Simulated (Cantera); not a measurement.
Input: 1 mol C2H2, 1.3 mol O2, at 798.15 K and 101000 Pa.

These are equilibrium values from Cantera (NASA tables, ideal gas, pure condensed phases), not measurements of a reactor. Candidate condensed phases: C, C6H6, C7H8, C8H18, H2O; 110 gas species. Rates play no part.

Base state: CO2 0.475, H2O 0.264, H2 0.159, CO 0.0669, CH4 0.0353 (mole fractions); condensed: C(graphite).

Task: What changes in the equilibrium state with this change: O2 from 1.3 to 0.0073 mol?

Result: 
```tsv
species	before	after
H2	0.159	0.552
CH4	0.0353	0.428
H2O	0.264	0.0190
CO2	0.475	0.000204
CO	0.0669	0.00139
C(graphite), mol	0.828	1.70
```

Task: What changes in the equilibrium state with this change: pressure from 101000 Pa to 500 Pa?

Result: 
```tsv
species	before	after
CO	0.0669	0.492
H2	0.159	0.307
CO2	0.475	0.175
H2O	0.264	0.0256
CH4	0.0353	0.000473
C(graphite), mol	0.828	0
```

Task: What changes in the equilibrium state with this change: O2 from 1.3 to 0.21 mol?

Result: 
```
species           before   after
----------------  ------  ------
H2                 0.159   0.396
H2O                0.264   0.274
CH4               0.0353   0.220
CO2                0.475  0.0823
CO                0.0669  0.0278
C(graphite), mol   0.828    1.70
```
